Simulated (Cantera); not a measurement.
**Sublimation and decomposition of ceramics: Al2O3 + C + N2**

A closed system holds: 1 mol Al2O3, 0.013 mol C, 1.5 mol N2, at 2825 K.

Cantera equilibrium calculation (NASA polynomials, part measured and part estimated; ideal gas, pure solids and liquids). Candidate condensed phases: Al, AlN, Al2O3, C; 32 gas species. Rates play no part.

```
P (Pa)   log p N2  log p O  log p Al  log p AlO  log p Al2O  log p O2  n Al2O3(l)
-------  --------  -------  --------  ---------  ----------  --------  ----------
1           -5.64    -5.34     -5.52      -7.42       -9.65     -8.24           0
7.20        -4.77    -4.50     -4.68      -5.75       -7.14     -6.56           0
52          -3.86    -3.72     -3.97      -4.25       -4.93     -5.00           0
370         -2.52    -3.56     -3.80      -3.92       -4.44     -4.67       0.913
2700        -1.58    -3.66     -3.64      -3.87       -4.22     -4.88       0.986
19000       -0.73    -4.00     -3.13      -3.70       -3.54     -5.56       0.994
140000       0.14    -4.50     -2.38      -3.45       -2.55     -6.55       0.994
1000000      0.99    -4.98     -1.66      -3.21       -1.58     -7.52       0.994
```
log p: log10 of the partial pressure in bar; n: condensed amount in mol.

From 1.00 Pa to 52.0 Pa nothing is condensed. From 3.70 mbar to 10.0 bar the condensed part is Al2O3(l). The main Al-bearing gas is Al at 1.00 Pa and Al2O at 10.0 bar.
